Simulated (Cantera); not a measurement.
Cantera run, input and output.

```python
import numpy as np
import cantera as ct

gas = ct.Solution("gri30.yaml")


def delay(T, t_max=10):
    gas.TPX = T, 500000, {'CH4': 1, 'CO': 1.1, 'O2': 6.22, 'N2': 23.4, 'H2O': 4.8}
    reactor = ct.IdealGasReactor(gas, clone=False)
    net = ct.ReactorNet([reactor])
    net.rtol, net.atol = 1e-8, 1e-16
    while net.time < t_max:
        t_old, T_old = net.time, reactor.T
        net.step()
        if reactor.T > T + 400:  # ignition: a rise of 400 K
            return t_old + (T + 400 - T_old) / (reactor.T - T_old) * (net.time - t_old)
    return np.nan


taus = []
for T in [1300, 1400, 1500, 1600, 1700, 1800, 1900]:
    taus.append(delay(T))
    print(f"T0 = {T:6g} K   tau = {taus[-1]:.4e} s")
```

Output:

```
T0 =   1300 K   tau = 2.0164e-03 s
T0 =   1400 K   tau = 6.4900e-04 s
T0 =   1500 K   tau = 2.3921e-04 s
T0 =   1600 K   tau = 9.9224e-05 s
T0 =   1700 K   tau = 4.6035e-05 s
T0 =   1800 K   tau = 2.3889e-05 s
T0 =   1900 K   tau = 1.3887e-05 s
```

Cantera simulation using GRI-Mech 3.0 (53 species, 325 reactions); the numbers are that mechanism's predictions, not measurements.
